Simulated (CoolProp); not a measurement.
Properties of octamethylcyclotetrasiloxane (D4) along the isobar 4.87 MPa (Tc = 586.5 K, pc = 1.347 MPa, ω = 0.598).

The numbers come from the reference Helmholtz-energy equation of state, Thol 2015 in CoolProp.

```csv
T (K),phase,density (kg/m³),cp (kJ/(kg K)),expansivity (1/kK),fugacity coefficient
378.2,liquid,869.1,1.817,1.291,0.003691
398.9,liquid,845.8,1.861,1.345,0.007747
419.5,liquid,822.1,1.906,1.409,0.01464
440.2,liquid,797.9,1.952,1.485,0.02549
460.9,liquid,773.0,1.997,1.575,0.04129
481.5,liquid,747.5,2.043,1.683,0.06275
502.2,liquid,721.0,2.088,1.815,0.09066
522.8,liquid,693.4,2.134,1.978,0.1249
543.5,liquid,664.2,2.179,2.182,0.1657
564.2,liquid,633.3,2.225,2.440,0.2121
```
